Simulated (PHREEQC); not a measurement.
A made-up water analysis in mg/L, 55 °C, pH 2.24, pe 10.1:

| constituent | mg/L |
|---|---|
| Na | 43.9 |
| K | 30.3 |
| Ca | 14.5 |
| Mg | 21.7 |
| Cl | 59.1 |
| S(6) as SO4 | 725 |
| Al | 0.14 |
| Mn(2) | 0.0285 |
| Zn | 0.0591 |
| Li | 0.0202 |

Valence states are taken as typed.

Equilibrium calculation in PHREEQC: ion-association model, wateq4f.dat.

Precipitation was switched off in this run.

Problem. Order these Ca species by the share of Ca that they hold, largest first: CaSO4, CaHSO4+, Ca+2.

Solution. Ca+2 (73 %), CaSO4 (26 %), CaHSO4+ (1.6 %)

The pH is 2.24 and the ionic strength 0.0165 mol/kgw. Species that the database lacks are ignored. At this temperature some constants are extrapolated from 25 °C, and those without enthalpy data are left unchanged.
